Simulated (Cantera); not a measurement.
Feed: 1 mol CCl4, 0.19 mol CH4, at 1973.15 K and 0.0128 Torr.

Cantera equilibrium calculation (NASA polynomials, part measured and part estimated; ideal gas, pure solids and liquids). Candidate condensed phases: C, C6H6, C7H8, C8H18; 91 gas species. Rates play no part.

Base state: Cl 0.816, HCl 0.165, H 0.0162, H2 0.00246, Cl2 2.56e-5 (mole fractions); condensed: C(graphite).

Question: What changes in the equilibrium state with this change: CH4 from 0.19 to 0.16 mol?

Answer: 
```tsv
species	before	after
Cl	0.816	0.844
HCl	0.165	0.141
H	0.0162	0.0134
H2	0.00246	0.00167
Cl2	2.56e-5	2.74e-5
C(graphite), mol	1.19	1.16
```

Question: What changes in the equilibrium state with this change: CH4 from 0.19 to 0.25 mol?

Answer: 
```csv
species,before,after
Cl,0.816,0.761
HCl,0.165,0.212
H,0.0162,0.0223
H2,0.00246,0.00463
Cl2,2.56e-5,2.23e-5
"C(graphite), mol",1.19,1.25
```
